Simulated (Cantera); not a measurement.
An adiabatic, constant-pressure homogeneous reactor starts with CH₄ : C₂H₆ : C₃H₈ : O₂ : N₂ = 1 : 0.29 : 0.39 : 7.2 : 27.1 (molar parts), at 1025 K and 4.93 atm. Integrator tolerance rtol = 1e-08.

Cantera simulation using GRI-Mech 3.0 (53 species, 325 reactions); the numbers are that mechanism's predictions, not measurements. GRI-Mech 3.0 was tuned for natural gas; its chemistry of propane as a main component is partial and can be far from experiment.

**Question.** What does this change do: 1.2 parts H2 added?

**Answer.** 
| quantity | before | after |
|---|---|---|
| time of steepest temperature rise | 16.2 ms | 10.0 ms |
| temperature at 5.00 s | 2377 K | 2495 K |
| equilibrium temperature | 2377 K | 2495 K |
| x(CH₄) at 5.00 s | <1e-12 (gas-phase equilibrium <1e-12) | <1e-12 (gas-phase equilibrium <1e-12) |
| x(C₂H₆) at 5.00 s | <1e-12 (gas-phase equilibrium <1e-12) | <1e-12 (gas-phase equilibrium <1e-12) |
| x(C₃H₈) at 5.00 s | <1e-12 (gas-phase equilibrium <1e-12) | <1e-12 (gas-phase equilibrium <1e-12) |
| x(CO₂) at 5.00 s | 0.0725 (gas-phase equilibrium 0.0725) | 0.0681 (gas-phase equilibrium 0.0681) |
| x(H₂O) at 5.00 s | 0.118 (gas-phase equilibrium 0.118) | 0.145 (gas-phase equilibrium 0.145) |

**Question.** What does this change do: initial temperature 1025 to 1450 K?

**Answer.** 
```
quantity                                                          before                                  after
---------------------------------  -------------------------------------  -------------------------------------
time of steepest temperature rise                                16.2 ms                                51.0 µs
temperature at 5.00 s                                             2377 K                                 2648 K
equilibrium temperature                                           2377 K                                 2648 K
x(CH₄) at 5.00 s                   <1e-12 (gas-phase equilibrium <1e-12)  <1e-12 (gas-phase equilibrium <1e-12)
x(C₂H₆) at 5.00 s                  <1e-12 (gas-phase equilibrium <1e-12)  <1e-12 (gas-phase equilibrium <1e-12)
x(C₃H₈) at 5.00 s                  <1e-12 (gas-phase equilibrium <1e-12)  <1e-12 (gas-phase equilibrium <1e-12)
x(CO₂) at 5.00 s                   0.0725 (gas-phase equilibrium 0.0725)  0.0649 (gas-phase equilibrium 0.0649)
x(H₂O) at 5.00 s                     0.118 (gas-phase equilibrium 0.118)    0.111 (gas-phase equilibrium 0.111)
```
